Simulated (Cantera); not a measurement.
Input: 1 mol Si₃N₄, 0.13 mol H₂O, 440 mol H₂, at 7.50 Torr.

Equilibrium computed with Cantera from the NASA thermochemical tables; the gas is ideal and each condensed phase is pure. Candidate condensed phases: H₂O, Si, SiO₂, Si₂N₂O, Si₃N₄; 35 gas species. Mutual solubility and eutectic melting of coexisting phases are not modelled. Equilibrium is a limit: real reactors are often held back by kinetics, nucleation or transport. All values below are at 1150 K.

Base state: H₂ 1.000, N₂ 9.84e-5 (mole fractions); condensed: Si₂N₂O(s) + Si₃N₄(s).

Problem. What changes in the equilibrium state with this change: Si₃N₄ replaced by Si?

Solution. 
```tsv
species	before	after
H₂	1.000	1.000
SiO	<1e-9	1.19e-5
N₂	9.84e-5	0
Si₂N₂O(s), mol	0.130	0
Si₃N₄(s), mol	0.913	0
Si(s), mol	0	0.932
SiO₂(β-quartz), mol	0	0.0624
```
The tables hold silica as quartz up to 1696 K and as liquid above; real silica turns to tridymite and cristobalite and melts near 1996 K.
